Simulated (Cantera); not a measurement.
An isothermal, constant-pressure homogeneous reactor starts with CH₄ : O₂ : N₂ = 0.014 : 0.0036 : 1 (molar parts), equivalence ratio 7.8, at 1548 K and 240000 Pa.

Computed with Cantera and GRI-Mech 3.0 (53 species, 325 reactions). GRI-Mech 3.0 stops at C3 and has no aromatics, soot or wall deposition, so with more carbon than oxygen in the feed, carbon stays in small species such as C2H2 where larger ones or solid carbon would form.

x: mole fraction; the columns are a selection and need not sum to one.

| t (s) | x CH₄ | x O₂ | x CH₂O | x H₂ | x HCN | x HCO |
|---|---|---|---|---|---|---|
| 0.000300 | 0.0137 | 0.00354 | 6.90e-7 | 6.27e-6 | <1e-12 | 1.01e-11 |
| 0.000943 | 0.0137 | 0.00353 | 5.09e-6 | 2.58e-5 | <1e-12 | 1.47e-10 |
| 0.00297 | 0.0135 | 0.00349 | 2.24e-5 | 0.000150 | 1.08e-11 | 1.23e-9 |
| 0.00932 | 0.0122 | 0.00316 | 3.25e-5 | 0.00123 | 4.04e-10 | 3.98e-9 |
| 0.0293 | 0.00773 | 0.00117 | 7.95e-6 | 0.00643 | 2.85e-8 | 1.97e-9 |
| 0.0921 | 0.00534 | 7.63e-5 | 3.21e-7 | 0.00970 | 9.10e-8 | 6.11e-11 |
| 0.290 | 0.00381 | 1.62e-7 | 2.81e-8 | 0.0120 | 1.16e-7 | 1.93e-11 |
| 0.911 | ___ | <1e-12 | ___ | ___ | ___ | 2.13e-11 |
| 2.86 | 0.000993 | <1e-12 | 5.68e-9 | 0.0169 | 2.11e-7 | 2.59e-11 |
| 9.00 | ___ | <1e-12 | ___ | ___ | ___ | 3.52e-11 |

Question: Fill in the missing entries.

Answer: 
- 0.911, x CH₄: 0.00210
- 0.911, x CH₂O: 1.33e-8
- 0.911, x H₂: 0.0148
- 0.911, x HCN: 1.53e-7
- 9.00, x CH₄: 0.000628
- 9.00, x CH₂O: 2.55e-9
- 9.00, x H₂: 0.0187
- 9.00, x HCN: 3.04e-7
